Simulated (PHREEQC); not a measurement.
0.58 g of hydrous ferric oxide (600 m²/g; 0.2 weak and 0.005 strong sites per Fe, Dzombak-Morel constants, diffuse double layer) in 1 kg of water with 0.1 mol/kgw of an inert sodium salt and 0.0017 mmol/kgw NaF and 4 mmol/kgw NiCl2, at 25 °C; the pH is set by adding NaOH or the inert anion's acid. O2 is buffered at 0.21 atm. The system is closed to CO2. No solid was allowed to form.

The numbers come from PHREEQC with the ion-association model, wateq4f.dat.

```
pH   F sorbed (%)  Ni sorbed (%)  surface charge σ (C/m²)
---  ------------  -------------  -----------------------
4            86.3            0.0                    0.324
4.5          84.0            0.1                    0.278
5.5          69.0            1.1                    0.167
6            55.5            2.9                    0.124
6.5          44.0            8.5                    0.108
7.5          20.7           18.9                    0.117
8             9.0           21.0                    0.119
8.5           3.2           21.7                    0.119
9.5           0.4           21.5                    0.109
10            0.1           20.3                    0.080
```

Along this series the solution becomes supersaturated in solids that the run did not let form, among them Ni(OH)2. Species that the database lacks are ignored.
